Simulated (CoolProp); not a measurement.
Aqueous ethanol as a coolant, 4 % by mass, freezing at -1.6 °C, 1 atm.

Model: Melinder's fits for secondary coolants, in CoolProp.

| T (°C) | density (kg/m³) | Prandtl number | conductivity (W/(m K)) | cp (kJ/(kg K)) |
|---|---|---|---|---|
| 3.9 | 992.7 | 15.6 | 0.544 | 4.297 |
| 8.9 | 992.4 | 12.8 | 0.552 | 4.274 |
| 14 | 991.8 | 10.6 | 0.560 | 4.251 |
| 19 | 990.9 | 9.07 | 0.568 | 4.230 |
| 24 | 989.8 | 7.85 | 0.575 | 4.215 |
| 29.1 | 988.4 | 6.85 | 0.583 | 4.205 |
| 34.1 | 986.8 | 6.03 | 0.590 | 4.204 |
| 39.1 | 985.1 | 5.33 | 0.597 | 4.214 |
